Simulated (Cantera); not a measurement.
A Cantera script and what it prints.

```python
import numpy as np
import cantera as ct

gas_names = """
    N NO NO2 NO3 N2 N2O O O2 O3 Si SiN SiO SiO2 Si2 Si2N Si3
""".split()
cond_names = """
    Si(cr) Si(L) SiO2(Lqz) SiO2(hqz) SiO2(L) Si2N2O(s) Si3N4(a)
""".split()


# ... load() reads the species with a 1 bar reference pressure and builds the phases ...
atoms = {
    'SiO2': {'Si': 1, 'O': 2},
    'N2': {'N': 2},
}
top_T = {'Si2N2O(s)': 2100, 'Si3N4(a)': 2400}  # K; cautious upper limits of use, not melting points


# ... equilibrate(T, P, feed) seeds the gas with the atoms and calls Mixture.equilibrate('TP', solver="vcs", rtol=1e-11, max_steps=5000) ...
results = []
feed = {'SiO2': 1, 'N2': 0.017}  # mol
T = 1598  # K
P = 180  # Pa
mix = equilibrate(T, P, feed)
results.append((T, P, feed, dict(zip(mix.species_names, mix.species_moles))))
x = sorted(zip(gas.X, gas.species_names), reverse=True)
print(f"T = {T:g} K  P = {P:g} Pa  gas = {mix.phase_moles(0):.4g} mol")
print("   x: " + "  ".join(f"{s} {v:.3e}" for v, s in x if v > 0.0001))
print("   condensed (mol): " + ("  ".join(f"{mix.phase(i).name} {mix.phase_moles(i):.4g}"
      for i in range(1, mix.n_phases) if mix.phase_moles(i) > 1e-12) or "none"))
```

It prints:

```
T = 1598 K  P = 180 Pa  gas = 0.017 mol
   x: N2 1.000e+00
   condensed (mol): SiO2(hqz) 1
```

Equilibrium computed with Cantera from the NASA thermochemical tables; the gas is ideal and each condensed phase is pure. The tables hold silica as quartz up to 1696 K and as liquid above; real silica turns to tridymite and cristobalite and melts near 1996 K.
